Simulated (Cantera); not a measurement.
Source: NASA polynomial tables (part measured, part estimated), evaluated in Cantera. Values are per mole of reaction as written; species without (g) are pure solids or liquids, kept so even where they would boil at 1 bar. TaC: taken at fixed stoichiometry.

Question: Between 623 and 1298 K, where is each reaction favourable under standard conditions?
- C₆H₆(g) + 4 Ta ⇌ 4 TaC + C₂H₆(g)

Answer: 
- C₆H₆(g) + 4 Ta ⇌ 4 TaC + C₂H₆(g): ΔG° is -723 kJ at 623 K and -706 kJ at 1298 K; it stays negative (K > 1). ΔH° is -735 kJ and ΔS° -22 J/K at 1298 K.
